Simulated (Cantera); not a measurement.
Feed: 1 mol CO2, 1.4 mol H2O, 18 mol N2, equilibrated at 750 Torr.

These are equilibrium values from Cantera (NASA tables, ideal gas, pure condensed phases), not measurements of a reactor. Candidate condensed phases: C, C6H6, C7H8, C8H18, H2O; 136 gas species. The numbers say what is thermodynamically allowed, not how fast it happens. All values below are at 2648 K.

Base state: N2 0.861, H2O 0.0547, CO2 0.0264, CO 0.0217, O2 0.00882, OH 0.00749, H2 0.00682, NO 0.00630 (mole fractions); condensed: gas only.

Task: What changes in the equilibrium state with this change: H2O from 1.4 to 5.9 mol?

Result: 
```json
[
 {"species": "N2", "before": "0.861", "after": "0.698"},
 {"species": "H2O", "before": "0.0547", "after": "0.198"},
 {"species": "CO2", "before": "0.0264", "after": "0.0228"},
 {"species": "H2", "before": "0.00682", "after": "0.0213"},
 {"species": "OH", "before": "0.00749", "after": "0.0153"},
 {"species": "CO", "before": "0.0217", "after": "0.0162"},
 {"species": "O2", "before": "0.00882", "after": "0.0118"},
 {"species": "H", "before": "0.00384", "after": "0.00679"},
 {"species": "O", "before": "0.00271", "after": "0.00313"},
 {"species": "NO", "before": "0.00630", "after": "0.00655"}
]
```
